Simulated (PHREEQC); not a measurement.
Consider water at 7.2 °C with 0.0048 mol/kgw HF, 5.3e-05 mol/kgw (NH4)2SiF6 and 0.01 mol/kgw HBF4. Closed to the air; pH follows from the charge balance.

Computed with PHREEQC (ion-association model, phreeqc.dat).

Each row changes one thing in this solution. Precipitation was switched off in this run.

| case | pH | ionic strength (mol/kgw) | HF (mol/kgw) | F- (mol/kgw) | HF2- (mol/kgw) | SI of Quartz (SiO2) |
|---|---|---|---|---|---|---|
| as made | 2.03 | 0.0105 | 0.00607 | 0.000650 | 1.26e-5 | -3.63 |
| HBF4 replaced by NaHF2 at the same molality | 2.91 | 0.0115 | 0.0130 | 0.0108 | 0.000452 | -7.40 |
| (NH4)2SiF6 from 5.3e-05 to 0.00053 mol/kgw | 2.03 | 0.0119 | 0.00605 | 0.000656 | 1.27e-5 | -2.64 |
| temperature from 7.2 to 85 °C | 2.15 | 0.00787 | 0.0166 | 0.000532 | 3.73e-5 | -1.26 |
| 0.018 mol/kgw HBr added | 1.61 | 0.0280 | 0.00693 | 0.000304 | 6.75e-6 | -3.25 |
| HF left out | 2.06 | 0.00961 | 0.00442 | 0.000514 | 7.29e-6 | -2.87 |
| diluted 5-fold with water | 2.63 | 0.00247 | 0.00238 | 0.000983 | 7.51e-6 | -3.02 |
| temperature from 7.2 to 10 °C | 2.03 | 0.0104 | 0.00624 | 0.000641 | 1.33e-5 | -3.51 |
| diluted 10-fold with water | 2.83 | 0.00155 | 0.00161 | 0.00104 | 5.38e-6 | -2.70 |

Away from 25 °C the constants follow the database's enthalpies or fits; those with neither stay at their 25 °C values. SiF6-2 is the database's only silicon fluoride. Real BF4- forms and hydrolyses slowly; the run takes it at equilibrium.
